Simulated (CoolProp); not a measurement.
Nitrogen along the isotherm -144.65 °C: fugacity coefficient from the reference equation and from simpler models built on Tc = -147.0 °C, pc = 3396 kPa, ω = 0.037; each cubic takes its own stable root.

Model: reference Helmholtz-energy equation of state, Span 2000, in CoolProp.

```csv
p (kPa),phase,reference,van der Waals,Redlich-Kwong
566,gas,0.9481,0.9528,0.9466
1130,gas,0.8971,0.9061,0.8945
1700,gas,0.8459,0.8589,0.8425
2260,gas,0.7958,0.8121,0.7919
2830,gas,0.7443,0.7634,0.7402
3400,supercritical,0.6908,0.7118,0.6869
3960,supercritical,0.6294,0.6503,0.6272
4530,supercritical,0.5694,0.5942,0.5703
5090,supercritical,0.5226,0.5506,0.5255
5660,supercritical,0.4843,0.5149,0.4884
6230,supercritical,0.4529,0.4857,0.4580
6790,supercritical,0.4272,0.4620,0.4330
7360,supercritical,0.4052,0.4418,0.4115
7920,supercritical,0.3867,0.4250,0.3935
8490,supercritical,0.3705,0.4105,0.3776
```
